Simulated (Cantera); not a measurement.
## Adiabatic ignition

An adiabatic, constant-volume homogeneous reactor starts with CH4 : O2 : N2 : H2O = 1 : 0.909 : 3.42 : 1.1 (molar parts), equivalence ratio 2.2, at 1775 K and 100000 Pa.

Computed with Cantera and GRI-Mech 3.0 (53 species, 325 reactions).

```csv
t (s),T (K),P (bar),x CH4,x O2,x H2O,x HCN,x H2
6.00e-6,1774,1.000,0.155,0.141,0.171,<1e-12,4.28e-5
1.40e-5,1774,0.999,0.155,0.141,0.171,<1e-12,0.000113
3.27e-5,1773,0.999,0.154,0.141,0.171,2.92e-12,0.000376
7.63e-5,1777,1.00,0.149,0.139,0.173,5.44e-11,0.00241
0.000178,2688,1.76,0.000977,0.000862,0.247,0.000111,0.151
0.000416,2666,1.78,1.41e-11,0.000146,0.225,5.74e-8,0.173
0.000971,2663,1.77,1.34e-11,0.000151,0.225,5.66e-8,0.173
0.00227,2662,1.77,1.34e-11,0.000150,0.225,7.21e-8,0.173
0.00529,2662,1.77,1.35e-11,0.000149,0.225,8.44e-8,0.173
0.0124,2662,1.77,1.35e-11,0.000148,0.225,8.67e-8,0.173
0.0288,2662,1.77,1.35e-11,0.000148,0.225,8.67e-8,0.173
0.0673,2662,1.77,1.35e-11,0.000148,0.225,8.67e-8,0.173
0.157,2662,1.77,1.35e-11,0.000148,0.225,8.67e-8,0.173
0.367,2662,1.77,1.35e-11,0.000148,0.225,8.67e-8,0.173
0.857,2662,1.77,1.35e-11,0.000148,0.225,8.67e-8,0.173
2.00,2662,1.77,1.35e-11,0.000148,0.225,8.67e-8,0.173
```
x: mole fraction; the columns are a selection and need not sum to one.

```
Quantity                                                              Result
---------------------------------  -----------------------------------------
time of steepest temperature rise                                   0.172 ms
temperature at 2.00 s                                                 2662 K
equilibrium temperature                                               2662 K
x(CH4) at 2.00 s                   1.35e-11 (gas-phase equilibrium 1.54e-11)
x(O2) at 2.00 s                    0.000148 (gas-phase equilibrium 0.000148)
x(H2O) at 2.00 s                         0.225 (gas-phase equilibrium 0.225)
```
